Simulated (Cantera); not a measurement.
Feed: 1 mol SiCl4, 0.11 mol NO, 82 mol N2, equilibrated at 50.0 Pa.

Equilibrium computed with Cantera from the NASA thermochemical tables; the gas is ideal and each condensed phase is pure. Candidate condensed phases: Si, SiO2, Si2N2O, Si3N4; 23 gas species. The tables hold silica as quartz up to 1696 K and as liquid above; real silica turns to tridymite and cristobalite and melts near 1996 K. Rates play no part.

**Question.** Which condensed phases are stable at each of these points (T (K)): 1098, 1173, 1248, 1323, 1398, 1473, 1548, 1623, 1698, 1773, 1848, 1923, 1998, 2073?

**Answer.** 
```
T (K)  condensed phases  Si condensed (%)
-----  ----------------  ----------------
1098     SiO2(β-quartz)               5.5
1173     SiO2(β-quartz)               5.5
1248     SiO2(β-quartz)               5.5
1323     SiO2(β-quartz)               5.5
1398     SiO2(β-quartz)               5.3
1473     SiO2(β-quartz)               2.5
1548           gas only               0.0
1623           gas only               0.0
1698           gas only               0.0
1773           gas only               0.0
1848           gas only               0.0
1923           gas only               0.0
1998           gas only               0.0
2073           gas only               0.0
```

From 1098 K to 1473 K the condensed part is SiO2(β-quartz). From 1548 K to 2073 K nothing is condensed.
